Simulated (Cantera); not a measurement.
**Roasting and sulfation: MgCO₃ + H₂S + O₂**

Charge: 1 mol MgCO₃, 0.86 mol H₂S, a varied amount of O₂, held at 1002 °C and 44.0 mbar.

Equilibrium computed with Cantera from the NASA thermochemical tables; the gas is ideal and each condensed phase is pure. Candidate condensed phases: C, C₆H₆, C₇H₈, C₈H₁₈, H₂O, H₂SO₄, Mg, MgCO₃, MgO, Mg(OH)₂, MgS, MgSO₄, S; 130 gas species. Gases not in the tables: S₃ to S₇. Kinetics and transport are ignored.

From 1 mol O₂ to 8.8 mol O₂ the condensed part is MgO(s).

```csv
n(O₂) (mol),log p O₂,log p CO₂,log p H₂O,log p SO₂,log p S₂,log p CO,log p H₂,n MgO(s)
1,-11.61,-1.80,-1.86,-1.98,-2.74,-3.03,-3.31,1.00
1.8,-2.16,-1.87,-1.93,-1.94,<-13,-7.82,-8.11,1.00
2.5,-1.87,-1.95,-2.02,-2.02,<-13,-8.05,-8.34,1.00
3.2,-1.74,-2.02,-2.09,-2.10,<-13,-8.19,-8.47,1.00
3.9,-1.67,-2.08,-2.15,-2.16,<-13,-8.29,-8.57,1.00
4.6,-1.62,-2.14,-2.20,-2.21,<-13,-8.36,-8.65,1.00
5.3,-1.58,-2.18,-2.25,-2.26,<-13,-8.43,-8.72,1.00
6,-1.55,-2.23,-2.29,-2.30,<-13,-8.49,-8.77,1.00
6.7,-1.53,-2.27,-2.33,-2.34,<-13,-8.54,-8.82,1.00
7.4,-1.52,-2.30,-2.37,-2.38,<-13,-8.58,-8.87,1.00
8.1,-1.50,-2.34,-2.40,-2.41,<-13,-8.62,-8.91,1.00
8.8,-1.49,-2.37,-2.43,-2.44,<-13,-8.66,-8.94,1.00
```
log p: log10 of the partial pressure in bar; n: condensed amount in mol.
